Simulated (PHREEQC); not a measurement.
# Buffer

Consider water at 20 °C with 16 mmol/kgw NH4Cl, 14 mmol/kgw Na2CO3 and 0.086 mmol/kgw NaCl. Closed to the air; pH follows from the charge balance.

The numbers come from PHREEQC with the ion-association model, phreeqc.dat.

Precipitation was switched off in this run.

Question: Predict the pH.

Answer: pH 9.70.

Question: In which forms is N present?

Answer: NH3 62 %, NH4+ 38 % of the N.

Carbamate, which ammonia and carbonate form, is missing from the database.
